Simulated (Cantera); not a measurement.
Charge: 1 mol Nb2O5, 0.58 mol H2, equilibrated at 77.0 Pa.

These are equilibrium values from Cantera (NASA tables, ideal gas, pure condensed phases), not measurements of a reactor. Candidate condensed phases: H2O, Nb, NbO, NbO2, Nb2O5; 12 gas species. Mutual solubility and eutectic melting of coexisting phases are not modelled. Condensed phases not in the tables: the oxides between NbO2 and Nb2O5. Equilibrium is a limit: real reactors are often held back by kinetics, nucleation or transport.

Question: At 1375 K, list the 3 most abundant gas species with their mole fractions, and the condensed phases.

Answer: H2 0.948, H2O 0.0522, H 0.000120. Condensed: NbO2(s) + Nb2O5(s).
